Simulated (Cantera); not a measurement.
Input: 1 mol SiF4, 0.13 mol O3, a varied amount of N2, held at 1450 K and 0.000340 bar.

Method: chemical equilibrium by Gibbs-energy minimisation in Cantera with the NASA 1993 tables (ideal gas, pure condensed phases). Candidate condensed phases: Si, SiO2, Si2N2O, Si3N4; 28 gas species. Kinetics and transport are ignored.

x: gas mole fraction; nothing condenses.

| n(N2) (mol) | x N2 | x SiF4 | x O2 | x NO | x O | x F |
|---|---|---|---|---|---|---|
| 1.2 | 0.501 | 0.418 | 0.0812 | 0.000471 | ? | 8.07e-6 |
| 3.8 | 0.761 | 0.200 | 0.0388 | 0.000401 | ? | 5.59e-6 |
| 6.4 | 0.842 | 0.132 | 0.0255 | 0.000342 | ? | 4.53e-6 |
| 9 | 0.883 | 0.0981 | 0.0190 | 0.000302 | ? | 3.91e-6 |
| 12 | 0.909 | 0.0758 | 0.0146 | 0.000269 | 1.32e-5 | 3.43e-6 |
| 14 | 0.921 | 0.0658 | 0.0127 | 0.000253 | 1.23e-5 | 3.20e-6 |
| 17 | 0.934 | 0.0550 | 0.0106 | 0.000232 | 1.12e-5 | 2.92e-6 |
| 19 | 0.941 | 0.0495 | 0.00954 | 0.000221 | 1.06e-5 | 2.77e-6 |
| 22 | 0.948 | 0.0431 | 0.00830 | 0.000207 | 9.92e-6 | 2.59e-6 |
| 24 | 0.952 | 0.0397 | 0.00763 | 0.000199 | 9.52e-6 | 2.48e-6 |

Task: What belongs in the gaps?

Result: 
- 1.2, x O: 3.10e-5
- 3.8, x O: 2.15e-5
- 6.4, x O: 1.74e-5
- 9, x O: 1.50e-5
